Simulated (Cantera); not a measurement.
# Diamond growth

A diamond (100) surface in a fixed gas of H2 with x(CH4) = 0.0037, x(H) = 0.0091, at 1325 K, 22000 Pa; coverages are run to steady state.

Cantera simulation using the Harris–Goodwin 1993 mechanism for the reconstructed diamond (100) surface; the numbers are that mechanism's predictions, not measurements.

| x(CH3) | growth (µm/h) | θ c6HH | θ c6H* | θ c6*H | θ c6** | θ c6HM |
|---|---|---|---|---|---|---|
| 1e-06 | 0.112 | 0.368 | 0.0522 | 0.531 | 0.0491 | 5.06e-6 |
| 2.7e-06 | 0.302 | 0.368 | 0.0522 | 0.531 | 0.0491 | 1.37e-5 |
| 7.5e-06 | 0.839 | 0.368 | 0.0522 | 0.531 | 0.0491 | 3.80e-5 |
| 2e-05 | 2.24 | 0.368 | 0.0522 | 0.531 | 0.0491 | 0.000101 |
| 5.6e-05 | 6.26 | 0.368 | 0.0521 | 0.530 | 0.0490 | 0.000283 |
| 0.00015 | 16.7 | 0.368 | 0.0521 | 0.530 | 0.0488 | 0.000757 |
| 0.00042 | 46.5 | 0.367 | 0.0519 | 0.528 | 0.0484 | 0.00211 |
| 0.0011 | 120 | 0.365 | 0.0516 | 0.524 | 0.0472 | 0.00544 |
| 0.0031 | 321 | 0.359 | 0.0505 | 0.514 | 0.0441 | 0.0147 |
θ: site fractions in the mechanism's names (c6HH fully hydrogenated, c6H* and c6*H radical sites, c6** diradical, c6HM methylated).
